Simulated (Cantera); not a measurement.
Feed: 1 mol Si, 0.53 mol CO2, 14 mol N2, at 240000 Pa.

Method: chemical equilibrium by Gibbs-energy minimisation in Cantera with the NASA 1993 tables (ideal gas, pure condensed phases). Candidate condensed phases: C, Si, SiC, SiO2, Si2N2O, Si3N4; 34 gas species. Mutual solubility and eutectic melting of coexisting phases are not modelled. The tables hold silica as quartz up to 1696 K and as liquid above; real silica turns to tridymite and cristobalite and melts near 1996 K. The numbers say what is thermodynamically allowed, not how fast it happens.

**Question.** At 1600 K, list the 3 most abundant gas species with their mole fractions, and the condensed phases.

**Answer.** N2 0.962, CO 0.0377, CO2 1.56e-5. Condensed: SiO2(β-quartz) + Si2N2O(s).
